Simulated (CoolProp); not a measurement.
Saturation properties of chlorine.

The numbers come from the reference Helmholtz-energy equation of state, Thol 2021 in CoolProp.

```json
[
 {"T (K)": "322.5", "p (MPa)": "1.424", "vapour density (kg/m³)": "44.87", "enthalpy of vaporisation (kJ/kg)": "227.1", "liquid cp (kJ/(kg K))": "1.042"},
 {"T (K)": "326", "p (MPa)": "1.542", "vapour density (kg/m³)": "48.57", "enthalpy of vaporisation (kJ/kg)": "223.7", "liquid cp (kJ/(kg K))": "1.052"},
 {"T (K)": "329.6", "p (MPa)": "1.670", "vapour density (kg/m³)": "52.63", "enthalpy of vaporisation (kJ/kg)": "220.2", "liquid cp (kJ/(kg K))": "1.062"},
 {"T (K)": "333.2", "p (MPa)": "1.806", "vapour density (kg/m³)": "56.96", "enthalpy of vaporisation (kJ/kg)": "216.6", "liquid cp (kJ/(kg K))": "1.073"},
 {"T (K)": "336.7", "p (MPa)": "1.945", "vapour density (kg/m³)": "61.44", "enthalpy of vaporisation (kJ/kg)": "213.0", "liquid cp (kJ/(kg K))": "1.085"},
 {"T (K)": "340.3", "p (MPa)": "2.096", "vapour density (kg/m³)": "66.37", "enthalpy of vaporisation (kJ/kg)": "209.1", "liquid cp (kJ/(kg K))": "1.098"},
 {"T (K)": "343.8", "p (MPa)": "2.251", "vapour density (kg/m³)": "71.47", "enthalpy of vaporisation (kJ/kg)": "205.3", "liquid cp (kJ/(kg K))": "1.112"},
 {"T (K)": "347.4", "p (MPa)": "2.418", "vapour density (kg/m³)": "77.07", "enthalpy of vaporisation (kJ/kg)": "201.2", "liquid cp (kJ/(kg K))": "1.128"},
 {"T (K)": "351", "p (MPa)": "2.594", "vapour density (kg/m³)": "83.05", "enthalpy of vaporisation (kJ/kg)": "197.0", "liquid cp (kJ/(kg K))": "1.145"}
]
```

It boils at 239.2 K under 1 atm.
